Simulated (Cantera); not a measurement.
A closed system holds: 1 mol C₂F₆, 0.86 mol HCl, 12 mol H₂, held at 3500 K and 13.0 mbar.

Method: chemical equilibrium by Gibbs-energy minimisation in Cantera with the NASA 1993 tables (ideal gas, pure condensed phases). Candidate condensed phases: C, C₆H₆, C₇H₈, C₈H₁₈; 118 gas species. The feed counts by its element totals alone. Kinetics and transport are ignored.

Task: What is the equilibrium state?

Result: 
* **x(H)**: 0.695
* **x(HF)**: 0.136
* **x(F)**: 0.0708
* **x(C)**: 0.0333
* **x(Cl)**: 0.0290
* **x(H₂)**: 0.0180
* **x(C₃)**: 0.00693
* **x(C₂)**: 0.00534
* **x(CF)**: 0.00287
* **gas amount**: 28.58 mol
* **log10 activity of C(graphite) (absent)**: -0.84
